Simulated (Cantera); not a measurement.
A Cantera script and what it prints.

```python
import numpy as np
import cantera as ct

gas_names = """
    H HO2 H2 H2O H2O2 Nb NbO NbO2 O OH O2 O3
""".split()
cond_names = """
    H2O(s) H2O(L) Nb(cr) Nb(L) NbO(s) NbO(L) NbO2(I) NbO2(II) NbO2(III) NbO2(L) Nb2O5(s) Nb2O5(L)
""".split()


# ... load() reads the species with a 1 bar reference pressure and builds the phases ...
atoms = {
    'Nb': {'Nb': 1},
    'H2O': {'H': 2, 'O': 1},
    'H2': {'H': 2},
}
top_T = {}  # K; cautious upper limits of use, not melting points


# ... equilibrate(T, P, feed) seeds the gas with the atoms and calls Mixture.equilibrate('TP', solver="vcs", rtol=1e-11, max_steps=5000) ...
results = []
T = 1648.15  # K
P = 240  # Pa
for m in [6.9, 15, 23, 32, 40, 48, 56, 64, 72, 81, 89]:
    feed = {'Nb': 1, 'H2O': 9.3, 'H2': m}  # mol
    mix = equilibrate(T, P, feed)
    results.append((T, P, feed, dict(zip(mix.species_names, mix.species_moles))))

top = {s: max(r[3][s] / sum(r[3][g] for g in gas_names) for r in results) for s in gas_names}
cols = sorted((s for s in top if top[s] > 0.0001), key=lambda s: -top[s])[:5]
seen = [c for c in cond_names if any(r[3].get(c, 0) > 1e-12 for r in results)]
print("log10 of partial pressures in bar; condensed amounts in mol")
print(f"{'n(H2)':>10s}" + "".join(f"{s[:9]:>10s}" for s in cols + seen))
for T, P, feed, n in results:
    ng = sum(n[g] for g in gas_names)
    print(f"{feed['H2']:10.4g}" + "".join(f"{np.log10(max(n[s] / ng * P / 1e5, 1e-99)):10.3f}" for s in cols)
          + "".join(f"{n.get(c, 0):10.4g}" for c in seen))
```

Result:

```
log10 of partial pressures in bar; condensed amounts in mol
     n(H2)        H2       H2O         H NbO2(III)  Nb2O5(s)
       6.9    -2.857    -2.997    -5.478         0       0.5
        15    -2.763    -3.173    -5.431         0       0.5
        23    -2.723    -3.297    -5.411         0       0.5
        32    -2.699    -3.404    -5.399         0       0.5
        40    -2.685    -3.479    -5.392     0.044     0.478
        48    -2.680    -3.515    -5.390    0.9999         0
        56    -2.672    -3.572    -5.386    0.9999         0
        64    -2.666    -3.622    -5.383    0.9999         0
        72    -2.661    -3.667    -5.380    0.9999         0
        81    -2.657    -3.713    -5.378    0.9999         0
        89    -2.654    -3.749    -5.377    0.9999         0
```

Method: chemical equilibrium by Gibbs-energy minimisation in Cantera with the NASA 1993 tables (ideal gas, pure condensed phases). Mutual solubility and eutectic melting of coexisting phases are not modelled. Condensed phases not in the tables: the oxides between NbO2 and Nb2O5.
